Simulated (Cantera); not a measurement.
A closed system holds: 1 mol SiO2, 83 mol H2, 3.7 mol N2, equilibrated at 1800 °C.

Method: chemical equilibrium by Gibbs-energy minimisation in Cantera with the NASA 1993 tables (ideal gas, pure condensed phases). Candidate condensed phases: H2O, Si, SiO2, Si2N2O, Si3N4; 35 gas species. The tables hold silica as quartz up to 1696 K and as liquid above; real silica turns to tridymite and cristobalite and melts near 1996 K. Gases not in the tables: Si(OH)4. Kinetics and transport are ignored.

Q: Which condensed phases are stable at each of these points (P (Pa)): 10, 52, 270, 1400, 7200, 37000, 190000, 1000000?

A: 
```tsv
P (Pa)	condensed phases	Si condensed (%)
10	gas only	0.0
52	gas only	0.0
270	gas only	0.0
1400	gas only	0.0
7200	gas only	0.0
37000	gas only	0.0
190000	SiO2(l)	9.5
1000000	SiO2(l)	60.6
```

From 10.0 Pa to 37000 Pa nothing is condensed. From 190000 Pa to 1000000 Pa the condensed part is SiO2(l).
